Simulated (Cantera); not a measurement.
# c-C4F8 + HCl (fluorocarbon and chlorocarbon gases)

Charge: 1 mol c-C4F8, a varied amount of HCl, at 1625 K and 0.200 bar.

Equilibrium computed with Cantera from the NASA thermochemical tables; the gas is ideal and each condensed phase is pure. Candidate condensed phases: C, C6H6, C7H8, C8H18; 118 gas species. The feed counts by its element totals alone. Gases not in the tables: C2F6 and larger saturated fluorocarbons. Kinetics and transport are ignored.

```json
[
 {"n(HCl) (mol)": "0.018", "log p CF4": "-0.71", "log p HF": "-2.76", "log p Cl": "-2.92", "log p Cl2": "-4.05", "log p CClF3": "-3.42", "log p HCl": "-4.74", "log p CF2": "-3.98", "log p CF3": "-4.43", "n C(graphite)": "2.00"},
 {"n(HCl) (mol)": "0.025", "log p CF4": "-0.71", "log p HF": "-2.62", "log p Cl": "-2.80", "log p Cl2": "-3.80", "log p CClF3": "-3.30", "log p HCl": "-4.48", "log p CF2": "-3.98", "log p CF3": "-4.43", "n C(graphite)": "2.00"},
 {"n(HCl) (mol)": "0.033", "log p CF4": "-0.71", "log p HF": "-2.50", "log p Cl": "-2.69", "log p Cl2": "-3.60", "log p CClF3": "-3.20", "log p HCl": "-4.26", "log p CF2": "-3.98", "log p CF3": "-4.43", "n C(graphite)": "2.01"},
 {"n(HCl) (mol)": "0.045", "log p CF4": "-0.72", "log p HF": "-2.37", "log p Cl": "-2.59", "log p Cl2": "-3.38", "log p CClF3": "-3.09", "log p HCl": "-4.02", "log p CF2": "-3.98", "log p CF3": "-4.43", "n C(graphite)": "2.01"},
 {"n(HCl) (mol)": "0.061", "log p CF4": "-0.72", "log p HF": "-2.25", "log p Cl": "-2.48", "log p Cl2": "-3.17", "log p CClF3": "-2.99", "log p HCl": "-3.79", "log p CF2": "-3.98", "log p CF3": "-4.44", "n C(graphite)": "2.01"},
 {"n(HCl) (mol)": "0.082", "log p CF4": "-0.73", "log p HF": "-2.13", "log p Cl": "-2.39", "log p Cl2": "-2.98", "log p CClF3": "-2.90", "log p HCl": "-3.57", "log p CF2": "-3.99", "log p CF3": "-4.45", "n C(graphite)": "2.02"},
 {"n(HCl) (mol)": "0.11", "log p CF4": "-0.74", "log p HF": "-2.01", "log p Cl": "-2.30", "log p Cl2": "-2.80", "log p CClF3": "-2.82", "log p HCl": "-3.36", "log p CF2": "-3.99", "log p CF3": "-4.45", "n C(graphite)": "2.02"},
 {"n(HCl) (mol)": "0.15", "log p CF4": "-0.75", "log p HF": "-1.89", "log p Cl": "-2.21", "log p Cl2": "-2.62", "log p CClF3": "-2.74", "log p HCl": "-3.15", "log p CF2": "-4.00", "log p CF3": "-4.46", "n C(graphite)": "2.03"},
 {"n(HCl) (mol)": "0.2", "log p CF4": "-0.77", "log p HF": "-1.78", "log p Cl": "-2.13", "log p Cl2": "-2.47", "log p CClF3": "-2.68", "log p HCl": "-2.96", "log p CF2": "-4.01", "log p CF3": "-4.48", "n C(graphite)": "2.04"}
]
```
log p: log10 of the partial pressure in bar; n: condensed amount in mol.

From 0.018 mol HCl to 0.2 mol HCl the condensed part is C(graphite). The main C-bearing gas is CF4 throughout.
